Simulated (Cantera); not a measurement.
**Equilibrium for silicon nitride deposition: SiF4 + N2 + NH3**

A closed system holds: 1 mol SiF4, a varied amount of N2, 0.12 mol NH3, at 1073.15 K and 1330 Pa.

These are equilibrium values from Cantera (NASA tables, ideal gas, pure condensed phases), not measurements of a reactor. Candidate condensed phases: Si, Si3N4; 37 gas species. The tables' values for SiF3 are old estimates; treat these amounts as uncertain. The numbers say what is thermodynamically allowed, not how fast it happens.

```json
[
 {"n(N2) (mol)": "2", "x N2": "0.636", "x SiF4": "0.308", "x H2": "0.0552", "x HF": "0.000540", "x SiHF3": "0.000207", "n Si3N4(s)": "5.63e-5"},
 {"n(N2) (mol)": "2.6", "x N2": "0.693", "x SiF4": "0.260", "x H2": "0.0465", "x HF": "0.000483", "x SiHF3": "0.000165", "n Si3N4(s)": "6.69e-5"},
 {"n(N2) (mol)": "3.4", "x N2": "0.746", "x SiF4": "0.215", "x H2": "0.0385", "x HF": "0.000424", "x SiHF3": "0.000129", "n Si3N4(s)": "7.82e-5"},
 {"n(N2) (mol)": "4.4", "x N2": "0.791", "x SiF4": "0.177", "x H2": "0.0317", "x HF": "0.000370", "x SiHF3": "1.00e-4", "n Si3N4(s)": "8.95e-5"},
 {"n(N2) (mol)": "5.7", "x N2": "0.830", "x SiF4": "0.144", "x H2": "0.0257", "x HF": "0.000319", "x SiHF3": "7.65e-5", "n Si3N4(s)": "0.000101"},
 {"n(N2) (mol)": "7.5", "x N2": "0.865", "x SiF4": "0.114", "x H2": "0.0204", "x HF": "0.000270", "x SiHF3": "5.69e-5", "n Si3N4(s)": "0.000114"},
 {"n(N2) (mol)": "9.7", "x N2": "0.892", "x SiF4": "0.0913", "x H2": "0.0163", "x HF": "0.000229", "x SiHF3": "4.28e-5", "n Si3N4(s)": "0.000127"},
 {"n(N2) (mol)": "13", "x N2": "0.917", "x SiF4": "0.0701", "x H2": "0.0125", "x HF": "0.000189", "x SiHF3": "3.06e-5", "n Si3N4(s)": "0.000142"},
 {"n(N2) (mol)": "16", "x N2": "0.932", "x SiF4": "0.0579", "x H2": "0.0103", "x HF": "0.000164", "x SiHF3": "2.40e-5", "n Si3N4(s)": "0.000153"},
 {"n(N2) (mol)": "21", "x N2": "0.947", "x SiF4": "0.0449", "x H2": "0.00802", "x HF": "0.000136", "x SiHF3": "1.74e-5", "n Si3N4(s)": "0.000169"},
 {"n(N2) (mol)": "28", "x N2": "0.960", "x SiF4": "0.0341", "x H2": "0.00609", "x HF": "0.000111", "x SiHF3": "1.24e-5", "n Si3N4(s)": "0.000186"}
]
```
x: gas mole fraction; n: condensed amount in mol.

From 2 mol N2 to 28 mol N2 the condensed part is Si3N4(s). The main Si-bearing gas is SiF4 throughout.
